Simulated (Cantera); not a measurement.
A freely propagating, adiabatic, planar premixed flame of H₂ : O₂ : N₂ = 1 : 0.238 : 0.895 (molar parts), equivalence ratio 2.1, unburnt at 450 K and 0.360 bar; mixture-averaged transport, grid criteria slope 0.08 and curve 0.16, no radiation.

Model: the H2/O2 subset of GRI-Mech 3.0, which has no nitrogen chemistry, integrated in Cantera. Burning velocities carry a grid error of a few per cent, more on coarse grids.

x: mole fraction of selected species; z is measured from the peak of heat release.

| z (mm) | T (K) | u (m/s) | x H₂ | x O₂ | x OH | x H₂O | x H₂O₂ | x HO₂ |
|---|---|---|---|---|---|---|---|---|
| -4.66 | 450 | 5.00 | 0.469 | 0.112 | <1e-8 | <1e-8 | <1e-8 | <1e-8 |
| -3.10 | 450 | 5.00 | 0.469 | 0.112 | <1e-8 | <1e-8 | <1e-8 | <1e-8 |
| -2.33 | 450 | 5.00 | 0.469 | 0.112 | <1e-8 | <1e-8 | <1e-8 | <1e-8 |
| -1.55 | 450 | 5.00 | 0.469 | 0.112 | <1e-8 | 1.83e-8 | <1e-8 | 7.75e-8 |
| -0.776 | 468 | 5.17 | 0.466 | 0.112 | ___ | 0.000651 | 4.76e-6 | 0.000153 |
| -0.388 | 702 | 7.60 | 0.434 | 0.105 | ___ | 0.0199 | 1.04e-5 | 8.30e-5 |
| 0 | 1107 | 11.6 | 0.326 | 0.0673 | ___ | 0.103 | 5.87e-7 | 2.89e-5 |
| 0.388 | 1366 | 14.3 | 0.231 | 0.0130 | 0.00273 | 0.207 | 3.50e-7 | 5.38e-6 |
| 0.776 | 1467 | 15.3 | 0.217 | 0.00184 | 0.00283 | 0.231 | 2.32e-7 | 7.16e-7 |
| 1.55 | 1569 | 16.2 | 0.223 | 0.000530 | ___ | 0.235 | 1.90e-7 | 1.97e-7 |
| 3.10 | 1680 | 17.2 | 0.233 | 0.000396 | 0.00353 | 0.237 | 1.32e-7 | 1.39e-7 |
| 6.21 | 1794 | 18.2 | 0.243 | 0.000267 | 0.00349 | 0.240 | 7.66e-8 | 9.31e-8 |
| 12.4 | 1897 | 19.1 | 0.252 | 0.000153 | ___ | 0.242 | 3.96e-8 | 5.70e-8 |

Problem. What belongs in the gaps?

Solution. 
- -0.776, x OH: 5.89e-5
- -0.388, x OH: 0.000507
- 0, x OH: 0.00154
- 1.55, x OH: 0.00324
- 12.4, x OH: 0.00309
